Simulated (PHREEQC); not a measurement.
4.2 g of hydrous ferric oxide (600 m²/g; 0.2 weak and 0.005 strong sites per Fe, Dzombak-Morel constants, diffuse double layer) in 1 kg of water with 0.001 mol/kgw of an inert sodium salt and 7.4e-05 mol/kgw NiCl2 and 5.8e-05 mol/kgw BaCl2, at 25 °C; the pH is set by adding NaOH or the inert anion's acid. Oxygen is held at 0.21 atm. CO2 from the air is kept out. Nothing may precipitate in this run.

The series has 13 steps of pH, from 4 to 12.

All values are PHREEQC results (ion-association model, wateq4f.dat), not measurements.

Q: Near which pH is half of the Ni sorbed, and on which side is more sorbed?

A: Near pH 5.7, with more sorbed at higher pH.

Q: Near which pH is half of the Ba sorbed, and on which side is more sorbed?

A: Near pH 7.4, with more sorbed at higher pH.

Species that the database lacks are ignored.
